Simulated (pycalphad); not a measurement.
All values are pycalphad results on the COST 507 light-alloy database (1999) (1 atm), not direct measurements. The data set is of 1999 and partly superseded. Not assessed as a whole: an extrapolation from subsystems, which can miss ternary compounds. Amounts are mole fractions of atoms.

Question: Give the equilibrium state of Al-1.09Sn-0.7326Si (wt.%) at 730 K.

Answer: FCC_A1, fraction 0.996, with 0.41 Sn, 0.51 Si wt.%; DIAMOND_A4, fraction 0.002, with <0.01 Sn, >99.99 Si wt.%; LIQUID, fraction 0.002, with 95.0 Sn, 0.01 Si wt.%.

Question: Give the equilibrium state of Al-1.09Sn-0.7326Si (wt.%) at 890 K.

Answer: FCC_A1, fraction 0.936, with 0.37 Sn, 0.49 Si wt.%; LIQUID, fraction 0.064, with 10.7 Sn, 4.0 Si wt.%.

FCC_A1 is fcc; DIAMOND_A4 is diamond (Si).
